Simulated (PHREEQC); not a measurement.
## Leach liquor (model solution)

Consider water at 25 °C with 0.27 mol/kgw HCl, 0.009 mol/kgw FeSO4 and 0.2 mol/kgw MgSO4. Closed to the air; pH follows from the charge balance.

The numbers come from PHREEQC with the ion-association model, wateq4f.dat.

Each row changes one thing in this solution. No solid was allowed to form.

```json
[
 {"case": "as made", "pH": "0.94", "ionic strength (mol/kgw)": "0.641", "HSO4- (mol/kgw)": "0.115", "SO4-2 (mol/kgw)": "0.0356"},
 {"case": "FeSO4 replaced by NH4HSO4 at the same molality", "pH": "0.92", "ionic strength (mol/kgw)": "0.639", "HSO4- (mol/kgw)": "0.118", "SO4-2 (mol/kgw)": "0.0350"},
 {"case": "MgSO4 left out", "pH": "0.69", "ionic strength (mol/kgw)": "0.288", "HSO4- (mol/kgw)": "0.00764", "SO4-2 (mol/kgw)": "0.00105"},
 {"case": "HCl from 0.27 to 0.135 mol/kgw", "pH": "1.33", "ionic strength (mol/kgw)": "0.491", "HSO4- (mol/kgw)": "0.0733", "SO4-2 (mol/kgw)": "0.0524"},
 {"case": "FeSO4 left out", "pH": "0.92", "ionic strength (mol/kgw)": "0.629", "HSO4- (mol/kgw)": "0.112", "SO4-2 (mol/kgw)": "0.0337"}
]
```
